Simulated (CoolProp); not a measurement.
Properties of propylene along the isobar 6.59 MPa (Tc = 91.1 °C, pc = 4.555 MPa, ω = 0.146).

Computed with CoolProp (reference Helmholtz-energy equation of state, Lemmon 2013).

```csv
T (°C),phase,Z,cp (kJ/(kg K)),isothermal compressibility (1/MPa),expansivity (1/kK),viscosity (µPa s),Prandtl number
47.15,liquid,0.2142,2.724,0.007928,3.652,85.7,2.19
58.45,liquid,0.2163,2.867,0.01073,4.271,77.2,2.19
69.75,liquid,0.2206,3.065,0.01548,5.215,68.9,2.22
81.05,liquid,0.2284,3.369,0.02473,6.834,60.6,2.29
92.35,supercritical,0.2430,3.938,0.04757,10.20,51.6,2.46
103.65,supercritical,0.2765,5.390,0.1341,19.96,40.8,2.91
114.95,supercritical,0.3764,7.162,0.4120,35.46,27.8,3.00
126.25,supercritical,0.4987,4.669,0.3508,20.00,21.7,1.83
137.55,supercritical,0.5800,3.608,0.2843,12.72,19.7,1.40
148.85,supercritical,0.6382,3.150,0.2485,9.386,18.7,1.21
160.15,supercritical,0.6832,2.912,0.2267,7.510,18.3,1.11
171.45,supercritical,0.7196,2.776,0.2122,6.310,18.0,1.04
182.75,supercritical,0.7499,2.694,0.2018,5.476,17.9,0.996
194.05,supercritical,0.7757,2.645,0.1940,4.861,17.8,0.960
```

The peak of cp marks the crossing from liquid-like to gas-like fluid above the critical point.

Viscosity comes from a separate model (Huber 2003), an estimate that may be off by 10 % or more. Thermal conductivity comes from a separate model (Huber 2003), an estimate that may be off by 10 % or more.
